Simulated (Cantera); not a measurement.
A freely propagating, adiabatic, planar premixed flame of 37.3 % H2, 11.0 % O2, 41.5 % N2, 10.2 % H2O, unburnt at 623 K and 1.00 bar; mixture-averaged transport, grid criteria slope 0.08 and curve 0.16, no radiation.

Detailed kinetics in Cantera: the H2/O2 subset of GRI-Mech 3.0, which has no nitrogen chemistry. Burning velocities carry a grid error of a few per cent, more on coarse grids.

x: mole fraction of selected species; z is measured from the peak of heat release.

```
z (mm)  T (K)  u (m/s)   x H2      x O2  x H2O     x OH       x H       x O
------  -----  -------  -----  --------  -----  -------  --------  --------
-1.27     623     8.29  0.373     0.110  0.102    <1e-8     <1e-8     <1e-8
-0.846    623     8.29  0.373     0.110  0.102    <1e-8     <1e-8     <1e-8
-0.634    623     8.29  0.373     0.110  0.102    <1e-8     <1e-8     <1e-8
-0.423    623     8.29  0.373     0.110  0.102    <1e-8   3.91e-8     <1e-8
-0.211    641     8.49  0.369     0.110  0.103        …  0.000169   8.73e-6
-0.106    837     10.9  0.340     0.104  0.123        …   0.00556  0.000258
0        1217     15.4  0.256    0.0730  0.195        …    0.0344   0.00267
0.106    1489     18.6  0.173    0.0260  0.285        …    0.0643   0.00427
0.211    1615     20.0  0.147   0.00826  0.320        …    0.0693   0.00347
0.423    1735     21.3  0.145   0.00295  0.333  0.00783    0.0603   0.00262
0.846    1854     22.6  0.151   0.00182  0.339  0.00774    0.0464   0.00182
1.69     1964     23.7  0.156   0.00104  0.345        …    0.0331   0.00106
3.38     2054     24.6  0.161  0.000503  0.351        …    0.0221  0.000525
```

Q: What belongs in the gaps?

A: 
- -0.211, x OH: 4.65e-5
- -0.106, x OH: 0.000664
- 0, x OH: 0.00220
- 0.106, x OH: 0.00534
- 0.211, x OH: 0.00696
- 1.69, x OH: 0.00680
- 3.38, x OH: 0.00529
